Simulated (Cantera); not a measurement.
Cantera run:

```python
import numpy as np
import cantera as ct

gas_names = """
    OH O2 ZrO2 NH3
""".split()
cond_names = """
    ZrN(s) ZrN(L)
""".split()


def load(file, names, dense=False):
    # The tables refer to 1 bar. Condensed volumes are neglected.
    table = {s.name: s for s in ct.Species.list_from_file(file)}
    out = []
    for n in names:
        d = dict(table[n].input_data)
        d["thermo"] = dict(d["thermo"], **{"reference-pressure": 1e5})
        if dense:
            d["equation-of-state"] = {"model": "constant-volume", "density": "1e6 g/cm^3"}
        out.append(ct.Species.from_dict(d))
    return out


species = {s.name: s for s in load("nasa_gas.yaml", gas_names) + load("nasa_condensed.yaml", cond_names)}
# Each term lists the table entries of one substance; the one whose range holds T is used.
reactions = {
    '6 OH(g) + 2 ZrN = O2(g) + 2 ZrO2(g) + 2 NH3(g)':
        [(-6, ['OH']), (-2, ['ZrN(s)', 'ZrN(L)']), (1, ['O2']), (2, ['ZrO2']), (2, ['NH3'])],
}


def pick(names, T):
    return next(species[n] for n in names if species[n].thermo.min_temp <= T <= species[n].thermo.max_temp)


results = []
for label, terms in reactions.items():
    print(label)
    print("     T/K   dH/kJ  dS/(J/K)   dG/kJ   log10 K")
    for T in [1448, 1598, 1748, 1898, 2048, 2198, 2348, 2498, 2648, 2798, 2948]:
        used = [(nu, pick(names, T)) for nu, names in terms]
        dH = sum(nu * s.thermo.h(T) for nu, s in used) / 1e6
        dS = sum(nu * s.thermo.s(T) for nu, s in used) / 1e3
        dG = dH - T * dS / 1e3
        logK = -dG * 1e6 / (ct.gas_constant * T * np.log(10))
        results.append((label, T, dH, dS, dG, logK, [s.name for _, s in used]))
        print(f"{T:8g} {dH:8.1f} {dS:8.1f} {dG:8.1f} {logK:8.2f}")
```

Result:

```
6 OH(g) + 2 ZrN = O2(g) + 2 ZrO2(g) + 2 NH3(g)
     T/K   dH/kJ  dS/(J/K)   dG/kJ   log10 K
    1448   -214.1   -111.8    -52.2     1.88
    1598   -218.4   -114.6    -35.2     1.15
    1748   -222.8   -117.2    -17.8     0.53
    1898   -227.3   -119.7     -0.1     0.00
    2048   -232.0   -122.1     18.1    -0.46
    2198   -236.9   -124.4     36.6    -0.87
    2348   -242.0   -126.7     55.4    -1.23
    2498   -247.4   -128.9     74.6    -1.56
    2648   -253.0   -131.1     94.1    -1.86
    2798   -258.9   -133.3    113.9    -2.13
    2948   -265.2   -135.4    134.0    -2.37
```

Cantera with NASA thermochemical tables; ideal gases at 1 bar, condensed phases pure. ZrN: taken at fixed stoichiometry. Condensed species are held in their standard states even where they would react or evaporate.
